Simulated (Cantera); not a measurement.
Iron carbonyl, mercury and lead vapours: PbO + N2

Feed: 1 mol PbO, 35 mol N2, at 1252 °C and 1.33 mbar.

Equilibrium computed with Cantera from the NASA thermochemical tables; the gas is ideal and each condensed phase is pure. Candidate condensed phases: Pb, PbO, PbO2, Pb3O4; 12 gas species. The numbers say what is thermodynamically allowed, not how fast it happens.

The x(N2) is 0.964, the x(Pb) comes out as 0.0174 and the x(PbO) comes out as 0.0101. The x(O2) is 0.00856 and the x(NO) is 0.000308. The x(O) comes out as 1.44e-5. The gas amount is 36.32 mol. The log10 activity of Pb(l) (absent) comes out as -3.13.
